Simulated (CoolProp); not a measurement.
The numbers come from the reference Helmholtz-energy equation of state, Zhou 2011 in CoolProp.

**Question.** For dimethyl carbonate, give the phase and the speed of sound (m/s), fugacity coefficient at 571.6 K and 66.7 bar; 576.3 K and 66.7 bar; 585.8 K and 66.7 bar.

**Answer.** 
- 571.6 K and 66.7 bar: supercritical; speed of sound 172, fugacity coefficient 0.575
- 576.3 K and 66.7 bar: supercritical; speed of sound 149, fugacity coefficient 0.592
- 585.8 K and 66.7 bar: supercritical; speed of sound 137, fugacity coefficient 0.622
